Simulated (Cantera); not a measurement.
An adiabatic, constant-pressure homogeneous reactor starts with C3H8 : O2 : N2 = 1 : 9.62 : 36.2 (molar parts), at 1673 K and 0.300 bar. Integrator tolerance rtol = 1e-08.

Computed with Cantera and GRI-Mech 3.0 (53 species, 325 reactions). GRI-Mech 3.0 was tuned for natural gas; its chemistry of propane as a main component is partial and can be far from experiment.

```tsv
quantity	before	after
time of steepest temperature rise	57.7 µs	0.100 ms
temperature at 0.500 s	2505 K	2456 K
equilibrium temperature	2505 K	2456 K
x(C3H8) at 0.500 s	<1e-12 (gas-phase equilibrium <1e-12)	<1e-12 (gas-phase equilibrium <1e-12)
x(O2) at 0.500 s	0.0881 (gas-phase equilibrium 0.0881)	0.0887 (gas-phase equilibrium 0.0887)
x(N2O) at 0.500 s	4.29e-7 (gas-phase equilibrium 4.29e-7)	3.96e-7 (gas-phase equilibrium 3.96e-7)
x(CH2CO) at 0.500 s	<1e-12 (gas-phase equilibrium <1e-12)	<1e-12 (gas-phase equilibrium <1e-12)
x(CO2) at 0.500 s	0.0500 (gas-phase equilibrium 0.0500)	0.0525 (gas-phase equilibrium 0.0525)
x(H2O) at 0.500 s	0.0716 (gas-phase equilibrium 0.0716)	0.0736 (gas-phase equilibrium 0.0736)
```

### Question
Which change was made?
A. initial temperature 1673 to 1800 K
B. initial temperature 1673 to 1573 K
C. C3H8 1 to 0.56 parts
D. initial temperature 1673 to 1525 K

### Answer
B, initial temperature 1673 to 1573 K
